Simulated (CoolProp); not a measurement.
The numbers come from the reference Helmholtz-energy equation of state, Marx 1992 in CoolProp.

**Question.** For R113, give the phase and the density (kg/m³), cv (kJ/(kg K)), Joule-Thomson coefficient (K/MPa) at 358.1 K and 143 bar; 370.5 K and 143 bar.

**Answer.** 
- 358.1 K and 143 bar: liquid; density 1470, cv 0.722, Joule-Thomson coefficient -0.333
- 370.5 K and 143 bar: liquid; density 1440, cv 0.731, Joule-Thomson coefficient -0.308
